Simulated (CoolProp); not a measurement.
Computed with CoolProp (reference Helmholtz-energy equation of state, Rui 2013).

**Question.** Give the vapour pressure (kPa), liquid density (kg/m³), liquid cp (kJ/(kg K)), vapour Z of saturated R236EA at 263, 368.5 K.

**Answer.** 
| T (K) | p (kPa) | liquid density (kg/m³) | liquid cp (kJ/(kg K)) | vapour Z |
|---|---|---|---|---|
| 263 | 49.5 | 1530 | 1.22 | 0.974 |
| 368.5 | 1420 | 1150 | 1.51 | 0.718 |
